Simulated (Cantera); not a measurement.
An isothermal, constant-pressure homogeneous reactor starts with 2.05 % CH3OH, 0.507 % O2, 97.4 % N2, equivalence ratio 6.1, at 1175 K and 16.8 atm.

Computed with Cantera and GRI-Mech 3.0 (53 species, 325 reactions). GRI-Mech 3.0 was tuned for natural gas; its chemistry of methanol as a main component is partial and can be far from experiment. The pressure lies above the range GRI-Mech 3.0 was tuned for (to about 10 atm).

x: mole fraction; the columns are a selection and need not sum to one.

```json
[
 {"t (s)": "0.000100", "x CH3OH": "0.0205", "x O2": "0.00507", "x C2H6": "1.71e-11", "x N2O": "2.28e-12", "x H2O": "2.50e-7", "x CO": "4.00e-8"},
 {"t (s)": "0.000376", "x CH3OH": "0.0205", "x O2": "0.00507", "x C2H6": "6.93e-11", "x N2O": "3.26e-11", "x H2O": "1.13e-6", "x CO": "1.55e-7"},
 {"t (s)": "0.00141", "x CH3OH": "0.0204", "x O2": "0.00505", "x C2H6": "2.10e-10", "x N2O": "4.61e-10", "x H2O": "1.59e-5", "x CO": "1.14e-6"},
 {"t (s)": "0.00532", "x CH3OH": "0.000732", "x O2": "1.56e-7", "x C2H6": "1.64e-6", "x N2O": "8.72e-9", "x H2O": "0.00979", "x CO": "0.0178"},
 {"t (s)": "0.0200", "x CH3OH": "0.000131", "x O2": "3.70e-8", "x C2H6": "9.16e-7", "x N2O": "8.24e-9", "x H2O": "0.00977", "x CO": "0.0191"},
 {"t (s)": "0.0752", "x CH3OH": "4.43e-6", "x O2": "1.78e-8", "x C2H6": "4.07e-7", "x N2O": "?", "x H2O": "0.00976", "x CO": "0.0194"},
 {"t (s)": "0.283", "x CH3OH": "2.38e-8", "x O2": "8.39e-9", "x C2H6": "2.50e-7", "x N2O": "?", "x H2O": "0.00975", "x CO": "0.0194"},
 {"t (s)": "1.06", "x CH3OH": "4.31e-11", "x O2": "1.69e-9", "x C2H6": "2.06e-7", "x N2O": "?", "x H2O": "0.00973", "x CO": "0.0194"},
 {"t (s)": "4.00", "x CH3OH": "3.04e-11", "x O2": "8.67e-12", "x C2H6": "1.67e-7", "x N2O": "4.67e-12", "x H2O": "0.00968", "x CO": "0.0193"}
]
```

Question: What belongs in the gaps?

Answer: 
- 0.0752, x N2O: 7.09e-9
- 0.283, x N2O: 4.61e-9
- 1.06, x N2O: 1.06e-9
